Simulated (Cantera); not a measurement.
A closed system holds: 1 mol SiC, 0.016 mol N2O, 310 mol N2, 0.01 mol H2O, held at 950 °C and 0.735 Torr.

Equilibrium computed with Cantera from the NASA thermochemical tables; the gas is ideal and each condensed phase is pure. Candidate condensed phases: C, C6H6, C7H8, C8H18, H2O, Si, SiC, SiO2, Si2N2O, Si3N4; 151 gas species. Mutual solubility and eutectic melting of coexisting phases are not modelled. The numbers say what is thermodynamically allowed, not how fast it happens.

Base state: N2 1.000, H2 3.20e-5, CO 2.34e-5 (mole fractions); condensed: C(graphite) + Si2N2O(s) + Si3N4(s).

Question: What changes in the equilibrium state with this change: temperature from 950 °C to 1025 °C?

Answer: 
| species | before | after |
|---|---|---|
| N2 | 1.000 | 1.000 |
| CO | 2.34e-5 | 7.22e-5 |
| H2 | 3.20e-5 | 3.19e-5 |
| C(graphite), mol | 0.993 | 0 |
| Si2N2O(s), mol | 0.0188 | 0.00356 |
| Si3N4(s), mol | 0.321 | 0.00512 |
| SiC(s), mol | 0 | 0.977 |
